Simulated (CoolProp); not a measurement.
Aqueous potassium carbonate as a coolant, at 34 °C, 1 atm.

Computed with CoolProp (Melinder's fits for secondary coolants).

```csv
mass %,freezing point (°C),conductivity (W/(m K)),density (kg/m³),viscosity (mPa s),Prandtl number
4.5,-1.5,0.618,1035,0.815,5.21
9.5,-3.4,0.613,1081,0.936,5.71
14.6,-5.7,0.607,1129,1.09,6.36
19.7,-8.6,0.603,1181,1.29,7.14
24.8,-12.6,0.598,1234,1.55,8.16
29.8,-18.3,0.592,1289,1.90,9.58
34.9,-26.5,0.585,1347,2.41,11.7
```
